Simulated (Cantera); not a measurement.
Thermodynamics of silicon oxide and oxynitride deposition, feed Si2H6 + O3 + N2

A closed system holds: 1 mol Si2H6, 0.5 mol O3, 84 mol N2, held at 7.50 Torr.

Method: chemical equilibrium by Gibbs-energy minimisation in Cantera with the NASA 1993 tables (ideal gas, pure condensed phases). Candidate condensed phases: H2O, Si, SiO2, Si2N2O, Si3N4; 35 gas species. The feed counts by its element totals alone. N2 is the only nitrogen source here; it is nearly inert below about 1500 K, so the nitride shown seldom forms there in practice. Mutual solubility and eutectic melting of coexisting phases are not modelled. The tables hold silica as quartz up to 1696 K and as liquid above; real silica turns to tridymite and cristobalite and melts near 1996 K. Kinetics and transport are ignored.

From 573 K to 823 K the condensed part is SiO2(α-quartz) + Si2N2O(s). From 873 K to 1223 K the condensed part is SiO2(β-quartz) + Si2N2O(s).

| T (K) | x N2 | x H2 | x NH3 | x H2O | x H | x SiO | n SiO2(α-quartz) | n Si2N2O(s) | n SiO2(β-quartz) |
|---|---|---|---|---|---|---|---|---|---|
| 573 | 0.965 | 0.0348 | 4.31e-6 | 2.02e-8 | <1e-12 | <1e-12 | 0.333 | 0.833 | 0 |
| 623 | 0.965 | 0.0348 | 1.81e-6 | 4.41e-8 | <1e-12 | <1e-12 | 0.333 | 0.833 | 0 |
| 673 | 0.965 | 0.0348 | 8.59e-7 | 8.52e-8 | <1e-12 | <1e-12 | 0.333 | 0.833 | 0 |
| 723 | 0.965 | 0.0348 | 4.48e-7 | 1.49e-7 | <1e-12 | <1e-12 | 0.333 | 0.833 | 0 |
| 773 | 0.965 | 0.0348 | 2.53e-7 | 2.42e-7 | 1.69e-12 | <1e-12 | 0.333 | 0.833 | 0 |
| 823 | 0.965 | 0.0348 | 1.52e-7 | 3.67e-7 | 1.37e-11 | <1e-12 | 0.333 | 0.833 | 0 |
| 873 | 0.965 | 0.0348 | 9.68e-8 | 5.28e-7 | 8.73e-11 | <1e-12 | 0 | 0.833 | 0.333 |
| 923 | 0.965 | 0.0348 | 6.45e-8 | 7.26e-7 | 4.56e-10 | <1e-12 | 0 | 0.833 | 0.333 |
| 973 | 0.965 | 0.0348 | 4.46e-8 | 9.64e-7 | 2.02e-9 | <1e-12 | 0 | 0.833 | 0.333 |
| 1023 | 0.965 | 0.0348 | 3.20e-8 | 1.24e-6 | 7.72e-9 | 6.32e-12 | 0 | 0.833 | 0.333 |
| 1073 | 0.965 | 0.0348 | 2.36e-8 | 1.56e-6 | 2.61e-8 | 1.03e-10 | 0 | 0.833 | 0.333 |
| 1123 | 0.965 | 0.0348 | 1.79e-8 | 1.92e-6 | 7.95e-8 | 1.30e-9 | 0 | 0.833 | 0.333 |
| 1173 | 0.965 | 0.0348 | 1.39e-8 | 2.32e-6 | 2.20e-7 | 1.32e-8 | 0 | 0.833 | 0.333 |
| 1223 | 0.965 | 0.0348 | 1.10e-8 | 2.75e-6 | 5.61e-7 | 1.11e-7 | 0 | 0.833 | 0.333 |
x: gas mole fraction; n: condensed amount in mol.
